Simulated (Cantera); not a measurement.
A freely propagating, adiabatic, planar premixed flame of 11.6 % CH4, 21.1 % O2, 67.4 % N2, unburnt at 625 K and 2.07 atm; mixture-averaged transport, grid criteria slope 0.08 and curve 0.16, no radiation.

Cantera simulation using GRI-Mech 3.0 (53 species, 325 reactions); the numbers are that mechanism's predictions, not measurements. Burning velocities carry a grid error of a few per cent, more on coarse grids.

x: mole fraction of selected species; z is measured from the peak of heat release.

| z (mm) | T (K) | u (m/s) | x CH4 | x O2 | x C2H6 | x OH | x H2 | x HCN |
|---|---|---|---|---|---|---|---|---|
| -0.448 | 625 | 1.45 | 0.116 | 0.210 | 3.79e-8 | <1e-8 | 0.00121 | <1e-8 |
| -0.299 | 627 | 1.46 | 0.115 | 0.210 | 8.67e-7 | <1e-8 | 0.00377 | <1e-8 |
| -0.224 | 636 | 1.49 | 0.114 | 0.209 | 6.32e-6 | 2.69e-8 | 0.00701 | 1.11e-8 |
| -0.149 | [?] | 1.65 | 0.109 | 0.203 | 8.60e-5 | 1.26e-6 | 0.0136 | 1.29e-7 |
| -0.0746 | [?] | 2.70 | 0.0769 | 0.165 | 0.00112 | 5.97e-5 | 0.0249 | 1.79e-6 |
| -0.0373 | [?] | 3.82 | 0.0417 | 0.118 | 0.00116 | 0.000529 | 0.0308 | 4.87e-6 |
| 0 | [?] | 4.86 | 0.0103 | 0.0640 | 0.000116 | 0.00320 | 0.0319 | 1.03e-5 |
| 0.0373 | 2159 | 5.32 | 0.000919 | 0.0321 | 8.41e-7 | 0.00835 | 0.0269 | 1.03e-5 |
| 0.0746 | 2212 | 5.43 | 4.40e-5 | 0.0201 | <1e-8 | 0.0114 | 0.0235 | 4.92e-6 |
| 0.149 | 2264 | 5.52 | 9.62e-8 | 0.0141 | <1e-8 | 0.0123 | 0.0224 | 7.28e-7 |
| 0.299 | 2329 | 5.65 | <1e-8 | 0.0113 | <1e-8 | 0.0117 | 0.0215 | 2.64e-8 |
| 0.597 | 2402 | 5.80 | <1e-8 | 0.00869 | <1e-8 | 0.0105 | 0.0196 | <1e-8 |
| 1.19 | 2467 | 5.93 | <1e-8 | 0.00630 | <1e-8 | 0.00888 | 0.0176 | <1e-8 |

Question: Fill in the missing entries.

Answer: 
- -0.149, T (K): 699
- -0.0746, T (K): 1125
- -0.0373, T (K): 1572
- 0, T (K): 1979
